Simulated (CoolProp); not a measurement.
A single-stage vapour-compression cycle with propane: evaporating at 247.15 K (dew point), condensing at 277.15 K (bubble point), superheat 8 K, subcooling 5 K, compressor efficiency 0.7, no pressure losses. Each further row changes one setting.

Computed with CoolProp (reference Helmholtz-energy equation of state, Lemmon 2009).

| case | cooling COP | pressure ratio | discharge temperature (K) | refrigerating effect (kJ/kg) | volumetric capacity (kJ/m³) |
|---|---|---|---|---|---|
| as stated | 5.26 | 2.73 | 303.2 | 360 | 1550 |
| evaporating temperature 252.15 K | 6.55 | 2.27 | 299.7 | 366 | 1870 |
| condensing temperature 272.15 K | 6.44 | 2.35 | 295.9 | 372 | 1600 |
| subcooling 10 K | 5.44 | 2.73 | 303.2 | 372 | 1600 |
| superheat 18 K | 5.24 | 2.73 | 313.5 | 376 | 1540 |
| compressor efficiency 0.6 | 4.51 | 2.73 | 309.5 | 360 | 1550 |
